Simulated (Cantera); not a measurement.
Cantera run:

```python
import numpy as np
import cantera as ct

gas_names = """
    C CH CH2 CH3 CH4 C2 C2H C2H2,acetylene C2H2,vinylidene C2H3,vinyl C2H4 C2H5 C2H6 C3 C3H3,propargyl
    C3H4,allene C3H4,propyne C3H4,cyclo- C3H5,allyl C3H6,propylene C3H6,cyclo- C3H7,n-propyl
    C3H7,i-propyl C3H8 C4 C4H2 C4H4,1,3-cyclo- C4H6,butadiene C4H6,2-butyne C4H6,cyclo- C4H8,1-butene
    C4H8,cis2-buten C4H8,tr2-butene C4H8,isobutene C4H8,cyclo- C4H9,n-butyl C4H9,i-butyl C4H9,s-butyl
    C4H9,t-butyl C4H10,isobutane C4H10,n-butane C5 C5H6,1,3cyclo- C5H8,cyclo- C5H10,1-pentene
    C5H10,cyclo- C5H11,pentyl C5H11,t-pentyl C5H12,n-pentane C5H12,i-pentane CH3C(CH3)2CH3 C6H2
    C6H5,phenyl C6H6 C6H10,cyclo- C6H12,1-hexene C6H12,cyclo- C6H13,n-hexyl C7H7,benzyl C7H8
    C7H14,1-heptene C7H15,n-heptyl C7H16,n-heptane C8H8,styrene C8H10,ethylbenz C8H16,1-octene
    C8H17,n-octyl C8H18,isooctane C8H18,n-octane C9H19,n-nonyl C10H8,naphthale C10H21,n-decyl
    C12H9,o-bipheny C12H10,bipheny H H2 Ti
""".split()
cond_names = """
    C(gr) C6H6(L) C7H8(L) C8H18(L),n-octa Ti(a) Ti(b) Ti(L) TiC(s) TiC(L)
""".split()


def load(file, names, dense=False):
    # The tables refer to 1 bar. Condensed volumes are neglected.
    table = {s.name: s for s in ct.Species.list_from_file(file)}
    out = []
    for n in names:
        d = dict(table[n].input_data)
        d["thermo"] = dict(d["thermo"], **{"reference-pressure": 1e5})
        if dense:
            d["equation-of-state"] = {"model": "constant-volume", "density": "1e6 g/cm^3"}
        out.append(ct.Species.from_dict(d))
    return out


gas = ct.Solution(thermo="ideal-gas", species=load("nasa_gas.yaml", gas_names))
cond = {s.name: ct.Solution(thermo="fixed-stoichiometry", species=[s], name=s.name)
        for s in load("nasa_condensed.yaml", cond_names, dense=True)}
atoms = {
    'TiC': {'Ti': 1, 'C': 1},
    'H2': {'H': 2},
}
top_T = {'C(gr)': 4500}  # K; cautious upper limits of use, not melting points


def equilibrate(T, P, feed):
    n = {}
    for name, mol in feed.items():
        for a, k in atoms[name].items():
            n[a] = n.get(a, 0.0) + k * mol
    gas.TPX = T, P, n
    mass = sum(n.values()) * gas.mean_molecular_weight
    gas.equilibrate("TP")
    valid = [c for c in cond.values() if c.min_temp <= T <= top_T.get(c.name, c.max_temp)]
    mix = ct.Mixture([(gas, mass / gas.mean_molecular_weight)] + [(c, 0.0) for c in valid])
    mix.T, mix.P = T, P
    mix.equilibrate("TP", solver="vcs", rtol=1e-11, max_steps=5000)
    return mix


results = []
feed = {'TiC': 1, 'H2': 0.056}  # mol
for P in [1, 5.6, 32, 180, 1000, 5600, 32000, 180000, 1000000]:
    for T in [2625, 2650, 2675, 2700, 2725, 2750, 2775, 2800, 2825, 2850, 2875, 2900, 2925, 2950]:
        mix = equilibrate(T, P, feed)
        results.append((T, P, feed, dict(zip(mix.species_names, mix.species_moles))))

for T, P, feed, n in results:
    print(f"{T:7g} {P:10.4g}  " + (" + ".join(c for c in cond_names if n.get(c, 0) > 1e-12) or "gas only"))
```

Result:

```
   2625          1  gas only
   2650          1  gas only
   2675          1  gas only
   2700          1  gas only
   2725          1  gas only
   2750          1  gas only
   2775          1  gas only
   2800          1  gas only
   2825          1  gas only
   2850          1  gas only
   2875          1  gas only
   2900          1  gas only
   2925          1  gas only
   2950          1  gas only
   2625        5.6  TiC(s)
   2650        5.6  TiC(s)
   2675        5.6  TiC(s)
   2700        5.6  TiC(s)
   2725        5.6  TiC(s)
   2750        5.6  TiC(s)
   2775        5.6  gas only
   2800        5.6  gas only
   2825        5.6  gas only
   2850        5.6  gas only
   2875        5.6  gas only
   2900        5.6  gas only
   2925        5.6  gas only
   2950        5.6  gas only
   2625         32  TiC(s)
   2650         32  TiC(s)
   2675         32  TiC(s)
   2700         32  TiC(s)
   2725         32  TiC(s)
   2750         32  TiC(s)
   2775         32  TiC(s)
   2800         32  TiC(s)
   2825         32  TiC(s)
   2850         32  TiC(s)
   2875         32  TiC(s)
   2900         32  TiC(s)
   2925         32  TiC(s)
   2950         32  gas only
   2625        180  TiC(s)
   2650        180  TiC(s)
   2675        180  TiC(s)
   2700        180  TiC(s)
   2725        180  TiC(s)
   2750        180  TiC(s)
   2775        180  TiC(s)
   2800        180  TiC(s)
   2825        180  TiC(s)
   2850        180  TiC(s)
   2875        180  TiC(s)
   2900        180  TiC(s)
   2925        180  TiC(s)
   2950        180  TiC(s)
   2625       1000  TiC(s)
   2650       1000  TiC(s)
   2675       1000  TiC(s)
   2700       1000  TiC(s)
   2725       1000  TiC(s)
   2750       1000  TiC(s)
   2775       1000  TiC(s)
   2800       1000  TiC(s)
   2825       1000  TiC(s)
   2850       1000  TiC(s)
   2875       1000  TiC(s)
   2900       1000  TiC(s)
   2925       1000  TiC(s)
   2950       1000  TiC(s)
   2625       5600  TiC(s)
   2650       5600  TiC(s)
   2675       5600  TiC(s)
   2700       5600  TiC(s)
   2725       5600  TiC(s)
   2750       5600  TiC(s)
   2775       5600  TiC(s)
   2800       5600  TiC(s)
   2825       5600  TiC(s)
   2850       5600  TiC(s)
   2875       5600  TiC(s)
   2900       5600  TiC(s)
   2925       5600  TiC(s)
   2950       5600  TiC(s)
   2625    3.2e+04  TiC(s)
   2650    3.2e+04  TiC(s)
   2675    3.2e+04  TiC(s)
   2700    3.2e+04  TiC(s)
   2725    3.2e+04  TiC(s)
   2750    3.2e+04  TiC(s)
   2775    3.2e+04  TiC(s)
   2800    3.2e+04  TiC(s)
   2825    3.2e+04  TiC(s)
   2850    3.2e+04  TiC(s)
   2875    3.2e+04  TiC(s)
   2900    3.2e+04  TiC(s)
   2925    3.2e+04  TiC(s)
   2950    3.2e+04  TiC(s)
   2625    1.8e+05  TiC(s)
   2650    1.8e+05  TiC(s)
   2675    1.8e+05  TiC(s)
   2700    1.8e+05  TiC(s)
   2725    1.8e+05  TiC(s)
   2750    1.8e+05  TiC(s)
   2775    1.8e+05  TiC(s)
   2800    1.8e+05  TiC(s)
   2825    1.8e+05  TiC(s)
   2850    1.8e+05  TiC(s)
   2875    1.8e+05  TiC(s)
   2900    1.8e+05  TiC(s)
   2925    1.8e+05  TiC(s)
   2950    1.8e+05  TiC(s)
   2625      1e+06  TiC(s)
   2650      1e+06  TiC(s)
   2675      1e+06  TiC(s)
   2700      1e+06  TiC(s)
   2725      1e+06  TiC(s)
   2750      1e+06  TiC(s)
   2775      1e+06  TiC(s)
   2800      1e+06  TiC(s)
   2825      1e+06  TiC(s)
   2850      1e+06  TiC(s)
   2875      1e+06  TiC(s)
   2900      1e+06  TiC(s)
   2925      1e+06  TiC(s)
   2950      1e+06  TiC(s)
```

These are equilibrium values from Cantera (NASA tables, ideal gas, pure condensed phases), not measurements of a reactor. TiC: taken at fixed stoichiometry.
